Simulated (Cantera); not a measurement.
An isothermal, constant-pressure homogeneous reactor starts with H2 : O2 : N2 = 0.78 : 1 : 0.64 (molar parts), at 1275 K and 0.490 bar.

Cantera simulation using GRI-Mech 3.0 (53 species, 325 reactions); the numbers are that mechanism's predictions, not measurements. The temperature is held fixed by assumption; the heat of reaction is taken as removed at once.

x: mole fraction; the columns are a selection and need not sum to one.

```tsv
t (s)	x H2	x O2	x H	x N2O	x NO2	x NO	x H2O2
2.00e-5	0.320	0.412	0.00118	3.37e-11	<1e-12	1.92e-11	[?]
7.96e-5	0.00532	0.299	0.00203	5.62e-8	9.48e-9	3.97e-6	[?]
0.000317	0.000256	0.300	1.27e-5	7.27e-8	7.89e-8	3.94e-6	[?]
0.00126	1.42e-5	0.300	3.37e-7	7.65e-8	9.63e-8	3.92e-6	[?]
0.00501	1.23e-6	0.300	1.98e-8	7.80e-8	5.90e-8	3.96e-6	[?]
0.0199	2.26e-7	0.300	2.00e-9	7.76e-8	3.13e-8	3.99e-6	[?]
0.0794	7.18e-8	0.300	3.77e-10	7.19e-8	3.25e-8	3.99e-6	[?]
0.316	5.57e-8	0.300	2.51e-10	5.17e-8	3.99e-8	3.98e-6	6.67e-9
1.26	5.57e-8	0.300	2.50e-10	1.73e-8	4.00e-8	3.98e-6	6.65e-9
5.00	5.56e-8	0.300	2.50e-10	7.60e-9	4.00e-8	3.98e-6	6.65e-9
```

Task: Some entries are withheld; supply them.

Result: 
- 2.00e-5, x H2O2: 2.49e-7
- 7.96e-5, x H2O2: 1.31e-5
- 0.000317, x H2O2: 2.24e-6
- 0.00126, x H2O2: 4.65e-7
- 0.00501, x H2O2: 1.07e-7
- 0.0199, x H2O2: 2.73e-8
- 0.0794, x H2O2: 9.08e-9
